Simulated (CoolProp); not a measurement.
The numbers come from the reference Helmholtz-energy equation of state, Fiedler 2023 in CoolProp.

Task: Give the vapour pressure (kPa), liquid density (kg/m³), vapour density (kg/m³), enthalpy of vaporisation (kJ/kg) of saturated tetrahydrofuran at 106.45, 128.95 °C.

Result: 
```json
[
 {"T (°C)": "106.45", "p (kPa)": "321", "liquid density (kg/m³)": "787", "vapour density (kg/m³)": "7.85", "enthalpy of vaporisation (kJ/kg)": "384"},
 {"T (°C)": "128.95", "p (kPa)": "544", "liquid density (kg/m³)": "758", "vapour density (kg/m³)": "13.0", "enthalpy of vaporisation (kJ/kg)": "364"}
]
```
